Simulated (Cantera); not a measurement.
What does this Cantera script print?

```python
import numpy as np
import cantera as ct

gas = ct.Solution("gri30.yaml")
gas.TPX = 1273, 160000, {'CH4': 1, 'C2H6': 0.12, 'O2': 1.73, 'N2': 6.5, 'CO2': 2}
reactor = ct.IdealGasReactor(gas, energy="on", clone=False)
net = ct.ReactorNet([reactor])
net.rtol, net.atol = 1e-08, 1e-16
show = ['CH4', 'C2H6', 'O2', 'NO2', 'C2H4', 'O']
times = np.geomspace(1e-05, 0.2, 14)

steps = ct.SolutionArray(gas, extra=["t"])
rows = []
print(f"{'t/s':>10s}{'T/K':>9s}{'P/Pa':>11s}" + "".join(f"{s:>11s}" for s in show))
for t in times:
    while net.time < t:
        t_next = net.step()
        steps.append(gas.state, t=t_next)
    rows.append([np.interp(t, steps.t, y) for y in (steps.T, steps.P, *steps(*show).X.T)])
    print(f"{t:10.3e}{rows[-1][0]:9.1f}{rows[-1][1]:11.4g}" + "".join(f"{x:11.3e}" for x in rows[-1][2:]))
rate = np.gradient(steps.T, steps.t)
print("integrator steps:", len(steps.t))
if steps.T.max() > steps.T[0] + 200:
    print(f"time of steepest temperature rise: {steps.t[rate.argmax()]:.4e} s")
gas.TPX = 1273, 160000, {'CH4': 1, 'C2H6': 0.12, 'O2': 1.73, 'N2': 6.5, 'CO2': 2}
gas.equilibrate("UV")
print(f"equilibrium (UV): T = {gas.T:.1f} K  " + "  ".join(f"{s} {gas[s].X[0]:.3e}" for s in show))
```

Output:

```
       t/s      T/K       P/Pa        CH4       C2H6         O2        NO2       C2H4          O
 1.000e-05   1273.0    1.6e+05  8.811e-02  1.057e-02  1.524e-01  2.559e-24  4.120e-08  5.008e-10
 2.142e-05   1273.0    1.6e+05  8.811e-02  1.057e-02  1.524e-01  9.089e-23  2.180e-07  1.123e-09
 4.589e-05   1273.0    1.6e+05  8.811e-02  1.057e-02  1.524e-01  3.617e-21  1.082e-06  2.559e-09
 9.830e-05   1272.9    1.6e+05  8.810e-02  1.056e-02  1.524e-01  1.582e-19  5.380e-06  6.530e-09
 2.106e-04   1272.9    1.6e+05  8.808e-02  1.053e-02  1.524e-01  8.327e-18  2.954e-05  2.039e-08
 4.511e-04   1273.7  1.601e+05  8.788e-02  1.040e-02  1.522e-01  5.201e-16  1.784e-04  6.091e-08
 9.663e-04   1279.0  1.609e+05  8.678e-02  9.835e-03  1.512e-01  2.038e-14  8.763e-04  1.402e-07
 2.070e-03   1500.9  1.928e+05  5.891e-02  3.177e-03  1.195e-01  1.447e-11  7.771e-03  9.799e-06
 4.434e-03   2596.0  3.507e+05  7.970e-14  1.479e-26  2.476e-03  2.186e-07  4.037e-21  6.105e-04
 9.498e-03   2591.3  3.501e+05  8.305e-14  1.585e-26  2.341e-03  3.541e-07  4.241e-21  5.816e-04
 2.035e-02   2590.7  3.501e+05  8.347e-14  1.598e-26  2.324e-03  3.705e-07  4.267e-21  5.781e-04
 4.358e-02   2590.7  3.501e+05  8.348e-14  1.599e-26  2.324e-03  3.706e-07  4.267e-21  5.781e-04
 9.336e-02   2590.7  3.501e+05  8.348e-14  1.599e-26  2.324e-03  3.706e-07  4.267e-21  5.781e-04
 2.000e-01   2590.7  3.501e+05  8.348e-14  1.599e-26  2.324e-03  3.706e-07  4.267e-21  5.781e-04
integrator steps: 2010
time of steepest temperature rise: 2.1372e-03 s
equilibrium (UV): T = 2590.7 K  CH4 9.936e-14  C2H6 2.103e-26  O2 2.324e-03  NO2 3.706e-07  C2H4 4.576e-21  O 5.781e-04
```

Model: GRI-Mech 3.0 (53 species, 325 reactions), integrated in Cantera.
